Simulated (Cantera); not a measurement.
What does this Cantera script print?

```python
import numpy as np
import cantera as ct

gas = ct.Solution("gri30.yaml")
gas.TPX = 1123, 220000, {'CO': 0.0012, 'O2': 0.034, 'H2O': 0.082, 'N2': 1}
reactor = ct.IdealGasConstPressureReactor(gas, energy="off", clone=False)
net = ct.ReactorNet([reactor])
net.rtol, net.atol = 1e-08, 1e-18
show = ['CO', 'O2', 'H2O', 'OH', 'H']
times = np.geomspace(1e-05, 1, 13)

steps = ct.SolutionArray(gas, extra=["t"])
rows = []
print(f"{'t/s':>10s}{'T/K':>9s}{'P/Pa':>11s}" + "".join(f"{s:>11s}" for s in show))
for t in times:
    while net.time < t:
        t_next = net.step()
        steps.append(gas.state, t=t_next)
    rows.append([np.interp(t, steps.t, y) for y in (steps.T, steps.P, *steps(*show).X.T)])
    print(f"{t:10.3e}{rows[-1][0]:9.1f}{rows[-1][1]:11.4g}" + "".join(f"{x:11.3e}" for x in rows[-1][2:]))
rate = np.gradient(steps.T, steps.t)
print("integrator steps:", len(steps.t))
if steps.T.max() > steps.T[0] + 200:
    print(f"time of steepest temperature rise: {steps.t[rate.argmax()]:.4e} s")
gas.TPX = 1123, 220000, {'CO': 0.0012, 'O2': 0.034, 'H2O': 0.082, 'N2': 1}
gas.equilibrate("TP")
print(f"equilibrium (TP): T = {gas.T:.1f} K  " + "  ".join(f"{s} {gas[s].X[0]:.3e}" for s in show))
```

Result:

```
       t/s      T/K       P/Pa         CO         O2        H2O         OH          H
 1.000e-05   1123.0    2.2e+05  1.074e-03  3.043e-02  7.340e-02  4.032e-12  6.451e-14
 2.610e-05   1123.0    2.2e+05  1.074e-03  3.043e-02  7.340e-02  1.535e-11  3.372e-13
 6.813e-05   1123.0    2.2e+05  1.074e-03  3.043e-02  7.340e-02  6.344e-11  1.618e-12
 1.778e-04   1123.0    2.2e+05  1.074e-03  3.043e-02  7.340e-02  2.427e-10  6.590e-12
 4.642e-04   1123.0    2.2e+05  1.074e-03  3.043e-02  7.340e-02  8.306e-10  2.312e-11
 1.212e-03   1123.0    2.2e+05  1.074e-03  3.043e-02  7.340e-02  3.326e-09  9.414e-11
 3.162e-03   1123.0    2.2e+05  1.074e-03  3.043e-02  7.340e-02  3.414e-08  9.779e-10
 8.254e-03   1123.0    2.2e+05  1.056e-03  3.042e-02  7.339e-02  1.347e-06  3.742e-08
 2.154e-02   1123.0    2.2e+05  9.206e-04  3.036e-02  7.339e-02  1.630e-06  4.157e-08
 5.623e-02   1123.0    2.2e+05  6.654e-04  3.024e-02  7.340e-02  1.368e-06  2.652e-08
 1.468e-01   1123.0    2.2e+05  3.514e-04  3.008e-02  7.342e-02  9.480e-07  1.010e-08
 3.831e-01   1123.0    2.2e+05  1.228e-04  2.997e-02  7.343e-02  5.730e-07  2.261e-09
 1.000e+00   1123.0    2.2e+05  2.295e-05  2.992e-02  7.344e-02  3.765e-07  3.005e-10
integrator steps: 667
equilibrium (TP): T = 1123.0 K  CO 1.060e-11  O2 2.989e-02  H2O 7.344e-02  OH 4.243e-07  H 7.440e-13
```

Model: GRI-Mech 3.0 (53 species, 325 reactions), integrated in Cantera.
